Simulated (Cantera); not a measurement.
Mixture: CH4 : O2 : N2 = 1 : 0.909 : 4.45 (molar parts), equivalence ratio 2.2, at 7.99 atm, adiabatic and at constant pressure. Ignition delay is the time to a rise of 400 K.

Model: GRI-Mech 3.0 (53 species, 325 reactions), integrated in Cantera.

Question: What does this change do: constant volume in place of constant pressure?

Answer: 
| quantity | before | after |
|---|---|---|
| delay at 1250 K | 6.38 ms | 5.90 ms |
| delay at 1400 K | 1.19 ms | 1.08 ms |
| delay at 1550 K | 0.255 ms | 0.229 ms |
| delay at 1700 K | 64.1 µs | 57.2 µs |
| apparent activation energy between 1625 and 1775 K | 200 kJ/mol | 210 kJ/mol |
